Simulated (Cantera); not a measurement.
Input: 1 mol AlCl₃, 6.2 mol HCl, 4.1 mol N₂, equilibrated at 2123.15 K and 0.240 bar.

These are equilibrium values from Cantera (NASA tables, ideal gas, pure condensed phases), not measurements of a reactor. The tables' values for AlCl₂ are old estimates; treat these amounts as uncertain. Kinetics and transport are ignored.

```
species    before     after
-------  --------  --------
N₂          0.356     0.646
HCl         0.518     0.170
AlCl₃      0.0784     0.139
AlCl₂     0.00731    0.0156
Cl         0.0287    0.0239
H₂        0.00944   0.00146
AlCl      0.00105   0.00268
H        0.000712  0.000280
Cl₂      0.000149  0.000104
```
Gas species are given as mole fractions.

Problem. Name the change that produced these shifts.
(A) pressure from 0.240 bar to 91.0 mbar
(B) temperature from 2123.15 K to 1748.15 K
(C) temperature from 2123.15 K to 2248 K
(D) HCl from 6.2 to 1.1 mol

Solution. D, HCl from 6.2 to 1.1 mol
